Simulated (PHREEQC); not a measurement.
PHREEQC input (ion-association model, phreeqc.dat):

```
SOLUTION_MASTER_SPECIES
  Amm  AmmH+  0  AmmH  17.031  # ammonia with no redox link, constants of NH4+
SOLUTION_SPECIES
  AmmH+ = AmmH+
    -log_k 0
    -gamma 2.5 0
    -dw 1.98e-9
  AmmH+ = Amm + H+
    -log_k -9.252
    -delta_h 12.48 kcal
    -analytic 0.6322 -0.001225 -2835.76
    -dw 2.28e-9
  AmmH+ + SO4-2 = AmmHSO4-
    -log_k 1.11
PHASES
  Amm(g)
    Amm = Amm
    -log_k 1.7966
    -analytic -18.758 3.3670e-4 2.5113e3 4.8619 39.192
    -T_c 405.6
    -P_c 111.3
    -Omega 0.25
EXCHANGE_SPECIES
  AmmH+ + X- = AmmHX
    -log_k 0.6
    -gamma 2.5 0
    -delta_h -2.4
SOLUTION 0
  temp 15
  units mmol/kgw
  pH 7 charge
  Cl 156.01
  Sr 77
  K 2.84
  Br 0.84
  O(0) 1 O2(g) -0.68
SOLUTION 1-30
  temp 15
  units mmol/kgw
  pH 7 charge
  Cl 54.81
  Amm 1.8
  K 53
  O(0) 1 O2(g) -0.68
END
EXCHANGE 1-30
  X 0.33
  -equilibrate 1
END
SELECTED_OUTPUT 1
  -reset false
  -pH true
  -pe true
  -ionic_strength true
  -water true
  -step true
  -totals Amm Br Cl K Sr
  -molalities AmmHX SrX2 KX
  -saturation_indices Sylvite
PRINT
  -reset false
TRANSPORT
  -cells 30
  -shifts 210
  -lengths 0.00333333
  -time_step 60
  -dispersivities 0.0035
  -boundary_conditions flux flux
  -correct_disp true
  -punch_cells 30
  -punch_frequency 7
END
# ... the last block is repeated for the other 30 points of pore volumes
```

Selected output (columns that matter, 15 of 31 rows; pore volumes added in front):

```
pore volumes	pH	mu	Amm	Br	Cl	K	Sr	m_SrX2	m_KX	si_Sylvite
0	5.0675	0.05481	0.0018	0	0.05481	0.053	0	0	0.32155	-3.568
0.4833	5.0677	0.055151	0.0018112	2.8106e-06	0.055149	0.05333	0	0	0.32155	-3.5631
0.95	5.0793	0.10336	0.0033945	0.00039964	0.10296	0.099952	1.4279e-08	5.9478e-08	0.32155	-3.0672
1.4167	5.086	0.14987	0.0048006	0.00077867	0.14862	0.14365	0.00046992	0.0009377	0.31986	-2.7818
2.1167	5.0897	0.16885	0.0036282	0.00083895	0.15588	0.12883	0.01213	0.022791	0.27835	-2.8189
2.5833	5.0927	0.18359	0.0023683	0.00083995	0.156	0.10097	0.026746	0.05201	0.22195	-2.9319
3.05	5.0954	0.19864	0.0013714	0.00084	0.15601	0.071891	0.041789	0.083652	0.16033	-3.0865
3.5167	5.0973	0.21116	0.00072632	0.00084	0.15601	0.047493	0.05431	0.11088	0.10697	-3.2721
3.9833	5.0985	0.22019	0.00035955	0.00084	0.15601	0.029802	0.063339	0.13092	0.067537	-3.4783
4.45	5.0992	0.22606	0.00016907	0.00084	0.15601	0.018255	0.069208	0.14409	0.04152	-3.6935
4.9167	5.0996	0.22959	7.6439e-05	0.00084	0.15601	0.011281	0.072741	0.15208	0.025712	-3.904
5.6167	5.0999	0.23223	2.201e-05	0.00084	0.15601	0.0060572	0.07538	0.15807	0.013826	-4.1751
6.0833	5.1	0.23303	9.3436e-06	0.00084	0.15601	0.0044796	0.076176	0.15988	0.010229	-4.3065
6.55	5.1001	0.23344	3.9036e-06	0.00084	0.15601	0.0036599	0.076588	0.16082	0.0083597	-4.3944
7.0167	5.1001	0.23365	1.6106e-06	0.00084	0.15601	0.0032439	0.076797	0.16129	0.0074103	-4.4469
```

Species that the database lacks are ignored.
